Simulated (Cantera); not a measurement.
An isothermal, constant-pressure homogeneous reactor starts with CH₄ : H₂ : H = 0.023 : 1 : 0.04 (molar parts), at 1573 K and 0.0227 atm.

Computed with Cantera and GRI-Mech 3.0 (53 species, 325 reactions). GRI-Mech 3.0 stops at C3 and has no aromatics, soot or wall deposition, so with more carbon than oxygen in the feed, carbon stays in small species such as C2H2 where larger ones or solid carbon would form. Radical loss at walls, strong at low pressure, is not modelled.

x: mole fraction; the columns are a selection and need not sum to one.

```
t (s)       x CH₄   x H₂       x H   x C₂H₆   x C₂H₄
--------  -------  -----  --------  -------  -------
0.000100   0.0134  0.952    0.0272  4.48e-5      [?]
0.000427   0.0132  0.959    0.0205  3.54e-5      [?]
0.00182    0.0130  0.971    0.0105  1.82e-5      [?]
0.00777    0.0130  0.978   0.00378  6.85e-6      [?]
0.0331     0.0127  0.981   0.00115  2.07e-6      [?]
0.141      0.0125  0.982  0.000372  5.55e-7      [?]
0.603      0.0121  0.983  0.000249  3.05e-7  2.20e-5
2.57       0.0108  0.983  0.000250  2.46e-7  2.27e-5
11.0      0.00744  0.985  0.000256  1.20e-7      [?]
46.9      0.00315  0.987  0.000264  2.39e-8      [?]
200       0.00115  0.988  0.000268  4.89e-9      [?]
```

**Question.** Some entries are withheld; supply them.

**Answer.** 
- 0.000100, x C₂H₄: 0.000138
- 0.000427, x C₂H₄: 0.000235
- 0.00182, x C₂H₄: 0.000162
- 0.00777, x C₂H₄: 8.09e-5
- 0.0331, x C₂H₄: 4.36e-5
- 0.141, x C₂H₄: 2.58e-5
- 11.0, x C₂H₄: 2.52e-5
- 46.9, x C₂H₄: 2.98e-5
- 200, x C₂H₄: 3.26e-5
